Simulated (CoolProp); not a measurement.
Vapour-liquid equilibrium of ethane (1) + propylene (2) at 271.3 K; x and y are mole fractions of (1).

Model: multi-fluid Helmholtz-energy mixture model, Bücker 2006 and Lemmon 2013; pair parameters Bell 2016, in CoolProp.

Task: Give the bubble pressure and the first vapour's composition at x = 0.05, 0.5, 0.65. Is there an azeotrope?

Result: x = 0.05: 0.6335 MPa, y = 0.155; x = 0.5: 1.359 MPa, y = 0.747; x = 0.65: 1.614 MPa, y = 0.839. No azeotrope shows between x = 0.05 and 0.95.

Pair parameters are fitted to limited data, so mixtures are less certain than the pure fluids.
